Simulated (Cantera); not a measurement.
A perfectly stirred reactor is fed with CH4 : H2 : O2 : N2 : H2O = 1 : 0.86 : 3.98 : 15 : 4.8 (molar parts), at 14.0 bar; it is adiabatic with a 725 K inlet, and is followed from long to short residence time, starting on the burning branch (τ in s: 0.1, 0.045, 0.02, 0.0086, 0.0038, 0.0017, 0.00073, 0.00032, 0.00014, 6.2e-05, 2.7e-05, 1.2e-05, 5.2e-06).

Cantera simulation using GRI-Mech 3.0 (53 species, 325 reactions); the numbers are that mechanism's predictions, not measurements. The pressure lies above the range GRI-Mech 3.0 was tuned for (to about 10 atm).

What does this change do: inlet temperature 725 to 525 K?


```json
[
 {"quantity": "blow-out, bracketed by the residence times tried", "before": "burning at 0.320 ms, out at 0.140 ms", "after": "burning at 1.70 ms, out at 0.730 ms"},
 {"quantity": "x(CH4) at τ = 0.100 s", "before": "2.42e-6", "after": "8.45e-6"},
 {"quantity": "x(H2) at τ = 0.100 s", "before": "2.13e-5", "after": "1.57e-5"},
 {"quantity": "x(O2) at τ = 0.100 s", "before": "0.0614", "after": "0.0615"},
 {"quantity": "x(HCO) at τ = 0.100 s", "before": "7.51e-10", "after": "9.76e-10"},
 {"quantity": "x(C2H2) at τ = 0.100 s", "before": "7.07e-10", "after": "1.28e-8"},
 {"quantity": "x(CH4) at τ = 0.730 ms", "before": "0.000162", "after": "0.0390"},
 {"quantity": "x(H2) at τ = 0.730 ms", "before": "0.000475", "after": "0.0335"},
 {"quantity": "x(O2) at τ = 0.730 ms", "before": "0.0627", "after": "0.155"},
 {"quantity": "x(HCO) at τ = 0.730 ms", "before": "1.04e-7", "after": "<1e-12"},
 {"quantity": "x(C2H2) at τ = 0.730 ms", "before": "1.16e-6", "after": "<1e-12"}
]
```

What does this change do: H2O 4.8 to 3.3 parts?


```
quantity                                                                        before                                after
------------------------------------------------  ------------------------------------  -----------------------------------
blow-out, bracketed by the residence times tried  burning at 0.320 ms, out at 0.140 ms  burning at 0.140 ms, out at 62.0 µs
x(CH4) at τ = 0.100 s                                                          2.42e-6                              1.56e-6
x(H2) at τ = 0.100 s                                                           2.13e-5                              2.86e-5
x(O2) at τ = 0.100 s                                                            0.0614                               0.0652
x(HCO) at τ = 0.100 s                                                         7.51e-10                             7.45e-10
x(C2H2) at τ = 0.100 s                                                        7.07e-10                             2.07e-10
x(CH4) at τ = 0.730 ms                                                        0.000162                             0.000103
x(H2) at τ = 0.730 ms                                                         0.000475                             0.000371
x(O2) at τ = 0.730 ms                                                           0.0627                               0.0661
x(HCO) at τ = 0.730 ms                                                         1.04e-7                              1.03e-7
x(C2H2) at τ = 0.730 ms                                                        1.16e-6                              3.68e-7
```
